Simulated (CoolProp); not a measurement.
R123 along the isotherm -26.75 °C: Z from the reference equation and from simpler models built on Tc = 183.7 °C, pc = 36.62 bar, ω = 0.282; each cubic takes its own stable root.

Values from CoolProp's reference Helmholtz-energy equation of state, Younglove 1994. It is a modified Benedict-Webb-Rubin equation, recast in Helmholtz form.

```
p (bar)   phase  reference  Redlich-Kwong  Soave-Redlich-Kwong
-------  ------  ---------  -------------  -------------------
40.7     liquid     0.1903         0.2153               0.2099
81.4     liquid     0.3790         0.4271               0.4174
122      liquid     0.5657         0.6356               0.6223
163      liquid     0.7529         0.8437               0.8274
203      liquid     0.9342          1.045                1.026
244      liquid      1.119          1.249                1.228
285      liquid      1.302          1.451                1.429
325      liquid      1.480          1.648                1.623
366      liquid      1.661          1.847                1.822
```
